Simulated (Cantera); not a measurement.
A closed system holds: 1 mol Si, 0.16 mol NH3, 29 mol N2, at 11.0 Pa.

Cantera equilibrium calculation (NASA polynomials, part measured and part estimated; ideal gas, pure solids and liquids). Candidate condensed phases: Si, Si3N4; 18 gas species. The tables' values for SiN are old estimates; treat these amounts as uncertain. Equilibrium is a limit: real reactors are often held back by kinetics, nucleation or transport.

log p: log10 of the partial pressure in bar; n: condensed amount in mol.

| T (K) | log p N2 | log p H2 | log p Si | log p H | log p Si2N | log p SiN | n Si3N4(s) | n Si(s) |
|---|---|---|---|---|---|---|---|---|
| 1225 | -3.96 | -6.04 | -13.63 | -9.52 | <-15 | -14.88 | 0.333 | 0 |
| 1275 | -3.96 | -6.04 | -12.47 | -9.15 | -15.57 | -13.85 | 0.333 | 0 |
| 1325 | -3.96 | -6.04 | [?] | [?] | [?] | -12.90 | 0.333 | 0 |
| 1375 | -3.96 | -6.04 | -10.41 | -8.48 | -12.94 | -12.03 | 0.333 | 0 |
| 1425 | -3.96 | -6.04 | [?] | [?] | [?] | -11.21 | 0.333 | 0 |
| 1475 | -3.96 | -6.04 | -8.63 | -7.91 | -10.67 | -10.45 | 0.333 | 0 |
| 1525 | -3.96 | -6.04 | -7.83 | -7.65 | -9.65 | -9.74 | 0.332 | 0 |
| 1575 | -3.96 | -6.06 | -7.24 | -7.41 | -9.03 | -9.25 | 0 | 0.984 |
| 1625 | -3.96 | -6.06 | -6.79 | -7.18 | -8.64 | -8.87 | 0 | 0.954 |
| 1675 | -3.96 | -6.07 | -6.36 | -6.97 | -8.27 | -8.53 | 0 | 0.879 |

Complete the blanks.


- 1425, log p Si: -9.48
- 1425, log p H: -8.18
- 1425, log p Si2N: -11.77
- 1325, log p Si: -11.40
- 1325, log p H: -8.80
- 1325, log p Si2N: -14.21
